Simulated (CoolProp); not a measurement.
The numbers come from the reference Helmholtz-energy equation of state, Lemmon 2006 in CoolProp. It is a short technical equation, of lower accuracy than the large ones.

Q: For carbon monoxide, give the phase and the cv (kJ/(kg K)), speed of sound (m/s), Joule-Thomson coefficient (K/MPa) at -146.55 °C and 0.409 MPa; 23.65 °C and 3.02 MPa.

A: 
- -146.55 °C and 0.409 MPa: gas; cv 0.760, speed of sound 224, Joule-Thomson coefficient 11.7
- 23.65 °C and 3.02 MPa: gas; cv 0.751, speed of sound 356, Joule-Thomson coefficient 2.27
